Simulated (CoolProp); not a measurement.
Saturated liquid density (kg/m³) of C3F8 (R218): the reference equation beside estimates from Tc = 71.9 °C, pc = 2.640 MPa, ω = 0.317.

The numbers come from the reference Helmholtz-energy equation of state, Lemmon 2006 in CoolProp. It is a short technical equation, of lower accuracy than the large ones.

```tsv
T (°C)	reference	Redlich-Kwong	Soave-Redlich-Kwong	Peng-Robinson
-103.95	1854	1694	1740	1956
-88.85	1802	1648	1701	1914
-73.65	1748	1597	1656	1867
-58.45	1693	1542	1607	1814
-43.35	1637	1482	1553	1756
-28.15	1577	1416	1491	1688
-12.95	1513	1344	1421	1612
2.15	1444	1264	1342	1523
17.35	1367	1174	1250	1418
32.55	1277	1069	1139	1292
47.65	1165	943.1	1002	1132
62.85	996.7	769.2	806.0	900.8
```

Absolute difference from the reference over all 12 rows, mean and median: Redlich-Kwong 12.5 and 10.7 %, Soave-Redlich-Kwong 8.2 and 6.1 %, Peng-Robinson 5.8 and 6.4 %.
